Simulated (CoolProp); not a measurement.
Vapour-liquid equilibrium of R22 (1) + C3F8 (R218) (2) at 1060 kPa; x and y are mole fractions of (1).

Model: multi-fluid Helmholtz-energy mixture model, Kamei 1995 and Lemmon 2006; pair parameters Bell 2016, in CoolProp.

```csv
x,bubble temperature (K),y at the bubble point,dew temperature at overall composition x (K),liquid density (mol/L)
0.05,303.1,0.093,304.3,7.017
0.125,299.8,0.212,302.2,7.364
0.2,297.1,0.308,300.1,7.717
0.275,295.2,0.386,298.0,8.083
0.35,293.7,0.450,296.1,8.469
0.425,292.8,___,294.3,8.884
0.5,292.2,0.551,292.8,9.337
0.575,291.9,___,292.0,9.836
0.65,291.8,0.637,291.9,10.39
0.725,292.1,0.682,___,___
0.8,292.8,0.736,293.9,___
0.875,294.1,0.805,295.6,___
0.95,296.3,0.905,297.4,13.20
```

**Question.** Fill in the missing entries.

**Answer.** 
- 0.425, y at the bubble point: 0.504
- 0.575, y at the bubble point: 0.594
- 0.725, dew temperature at overall composition x (K): 292.6
- 0.725, liquid density (mol/L): 11.00
- 0.8, liquid density (mol/L): 11.67
- 0.875, liquid density (mol/L): 12.41

y crosses x between x = 0.575 and 0.65: the model has an azeotrope there.

Pair parameters are fitted to limited data, so mixtures are less certain than the pure fluids.
